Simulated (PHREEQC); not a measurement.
Metal-bearing waste water: an equilibrium model

Dissolve 110 mmol/kgw FeCl3, 0.1 mmol/kgw ZnCl2, 22 mmol/kgw HCl and 2.5 mmol/kgw NaCl at 25 °C. Closed to the air; pH follows from the charge balance.

All values are PHREEQC results (ion-association model, phreeqc.dat), not measurements.

Each row changes one thing in this solution. Precipitation was switched off in this run.

```csv
case,pH,ionic strength (mol/kgw),Cl- (mol/kgw),FeCl+2 (mol/kgw),Fe+3 (mol/kgw),FeCl2+ (mol/kgw),SI of Fe(OH)3(a) (Fe(OH)3),SI of Goethite (FeOOH)
as made,1.64,0.422,0.264,0.0596,0.0271,0.0154,-2.57,+3.33
diluted 10-fold with water,2.23,0.0572,___,___,0.00445,0.000121,-1.20,+4.69
diluted 2-fold with water,1.80,0.243,0.145,0.0239,___,0.00415,-2.16,+3.73
HCl from 0.022 to 0.011 mol/kgw,1.75,0.422,0.257,0.0572,0.0267,0.0144,-2.23,+3.66
diluted 5-fold with water,2.04,___,0.0638,0.00597,0.00875,0.000606,-1.62,+4.28
```

Complete the blanks.


- diluted 10-fold with water, Cl- (mol/kgw): 0.0334
- diluted 10-fold with water, FeCl+2 (mol/kgw): 0.00184
- diluted 2-fold with water, Fe+3 (mol/kgw): 0.0180
- diluted 5-fold with water, ionic strength (mol/kgw): 0.110

Complexes and solids missing from the database can't appear. Some of these states are supersaturated (in Hematite (slow to form), Goethite (slow to form), for instance).
